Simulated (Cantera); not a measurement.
Feed: 1 mol H2S, 0.043 mol H2O, 0.13 mol H2, 2 mol O2, equilibrated at 3398 K and 750 Torr.

Equilibrium computed with Cantera from the NASA thermochemical tables; the gas is ideal and each condensed phase is pure. Candidate condensed phases: H2O, H2SO4, S; 19 gas species. The numbers say what is thermodynamically allowed, not how fast it happens.

Base state: SO2 0.154, H2O 0.147, O 0.143, O2 0.143, OH 0.125, H 0.111, SO 0.105, H2 0.0569 (mole fractions); condensed: gas only.

### Question
What changes in the equilibrium state with this change: H2S replaced by HF?

### Answer
```csv
species,before,after
O2,0.143,0.394
HF,0,0.248
O,0.143,0.238
SO2,0.154,0
SO,0.105,0
F,0,0.0228
S,0.0134,0
H2,0.0569,0.00352
H2O,0.147,0.0151
H,0.111,0.0276
OH,0.125,0.0515
SH,0.00198,0
S2,0.000361,0
H2S,6.83e-5,0
S2O,4.09e-5,0
SO3,3.41e-5,0
```
